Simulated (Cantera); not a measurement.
Cantera with NASA thermochemical tables; ideal gases at 1 bar, condensed phases pure. Values are per mole of reaction as written; species without (g) are pure solids or liquids, kept so even where they would boil at 1 bar.

NaI + H(g) = HI(g) + Na(g)

| T (K) | ΔH° (kJ) | ΔS° (J/K) | ΔG° (kJ) | log10 K | condensed phases |
|---|---|---|---|---|---|
| 300 | 203.5 | 146.9 | 159.4 | -27.75 | NaI(s) |
| 1673 | 141.1 | 75.1 | 15.6 | -0.49 | NaI(l) |
| 1723 | 139.7 | 74.2 | 11.8 | -0.36 | NaI(l) |
| 1773 | 138.3 | 73.4 | 8.1 | -0.24 | NaI(l) |
| 1823 | (withheld) | (withheld) | (withheld) | (withheld) | NaI(l) |
| 1873 | (withheld) | (withheld) | (withheld) | (withheld) | NaI(l) |
| 1923 | 134.0 | 71.1 | -2.7 | 0.07 | NaI(l) |

Task: What belongs in the gaps?

Result: 
- 1823, ΔH° (kJ): 136.8
- 1823, ΔS° (J/K): 72.6
- 1823, ΔG° (kJ): 4.5
- 1823, log10 K: -0.13
- 1873, ΔH° (kJ): 135.4
- 1873, ΔS° (J/K): 71.8
- 1873, ΔG° (kJ): 0.9
- 1873, log10 K: -0.02
